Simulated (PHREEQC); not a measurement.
3.9 g of hydrous ferric oxide (600 m²/g; 0.2 weak and 0.005 strong sites per Fe, Dzombak-Morel constants, diffuse double layer) in 1 kg of water with 0.05 mol/kgw of an inert sodium salt and 0.23 mmol/kgw NaF, 0.0088 mmol/kgw ZnCl2 and 0.013 mmol/kgw Na2HAsO4, at 25 °C; the pH is set by adding NaOH or the inert anion's acid. Oxygen is held at 0.21 atm. The system is closed to CO2. Precipitation was switched off in this run.

The series has 13 steps of pH, from 4 to 12.

All values are PHREEQC results (ion-association model, wateq4f.dat), not measurements.

Task: Near which pH is half of the F sorbed, and on which side is more sorbed?

Result: Near pH 7.4, with more sorbed at lower pH.

Task: Near which pH is half of the Zn sorbed, and on which side is more sorbed?

Result: Near pH 5.3, with more sorbed at higher pH.

Task: Near which pH is half of the As sorbed, and on which side is more sorbed?

Result: Near pH 11.5, with more sorbed at lower pH.

The database has no arsenate complexes of Zn.
